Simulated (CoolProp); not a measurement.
Values from CoolProp's reference Helmholtz-energy equation of state, Thol 2015.

Give the vapour pressure (kPa), vapour density (kg/m³) of saturated octamethylcyclotetrasiloxane (D4) at 365.7, 420.3, 493.1 K.


```tsv
T (K)	p (kPa)	vapour density (kg/m³)
365.7	6.38	0.628
420.3	46.0	4.08
493.1	275	23.7
```
